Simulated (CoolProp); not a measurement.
Values from CoolProp's reference Helmholtz-energy equation of state, Platzer 1990. This equation is an older, rougher fit; its heat capacities, sound speeds and derivatives of the liquid may be far off and weren't checked against measurements.

Task: Give the vapour pressure (bar), liquid density (kg/m³), vapour density (kg/m³), enthalpy of vaporisation (kJ/kg) of saturated R114 at 330.4, 362.1, 377.9 K.

Result: 
```tsv
T (K)	p (bar)	liquid density (kg/m³)	vapour density (kg/m³)	enthalpy of vaporisation (kJ/kg)
330.4	5.41	1350	38.9	114
362.1	11.3	1220	84.2	96.1
377.9	15.6	1150	122	84.3
```
